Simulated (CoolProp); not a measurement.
Vapour-liquid equilibrium of diethyl ether (1) + ethanol (2) at 0.371 MPa; x and y are mole fractions of (1).

Computed with CoolProp (multi-fluid Helmholtz-energy mixture model, Thol 2014 and Schroeder 2014; pair parameters Bell 2016).

```json
[
 {"x": "0.05", "bubble temperature, mixture model (°C)": "?", "bubble temperature, Raoult's law (°C)": "113.1", "y, mixture model": "0.181", "y, Raoult's law": "0.118"},
 {"x": "0.2", "bubble temperature, mixture model (°C)": "98.2", "bubble temperature, Raoult's law (°C)": "106.2", "y, mixture model": "0.515", "y, Raoult's law": "0.405"},
 {"x": "0.35", "bubble temperature, mixture model (°C)": "?", "bubble temperature, Raoult's law (°C)": "99.6", "y, mixture model": "0.674", "y, Raoult's law": "0.612"},
 {"x": "0.5", "bubble temperature, mixture model (°C)": "86.0", "bubble temperature, Raoult's law (°C)": "93.6", "y, mixture model": "0.763", "y, Raoult's law": "0.759"},
 {"x": "0.65", "bubble temperature, mixture model (°C)": "82.7", "bubble temperature, Raoult's law (°C)": "88.0", "y, mixture model": "0.827", "y, Raoult's law": "0.862"},
 {"x": "0.8", "bubble temperature, mixture model (°C)": "?", "bubble temperature, Raoult's law (°C)": "82.9", "y, mixture model": "0.891", "y, Raoult's law": "0.935"},
 {"x": "0.95", "bubble temperature, mixture model (°C)": "77.6", "bubble temperature, Raoult's law (°C)": "78.3", "y, mixture model": "0.968", "y, Raoult's law": "0.986"}
]
```

Q: Fill in the missing entries.

A: 
- 0.05, bubble temperature, mixture model (°C): 110.3
- 0.35, bubble temperature, mixture model (°C): 90.7
- 0.8, bubble temperature, mixture model (°C): 80.0

The largest gap from Raoult's law is -8.9 K in bubble temperature, at x = 0.35. No azeotrope shows between x = 0.05 and 0.95.

Pair parameters are fitted to limited data, so mixtures are less certain than the pure fluids.
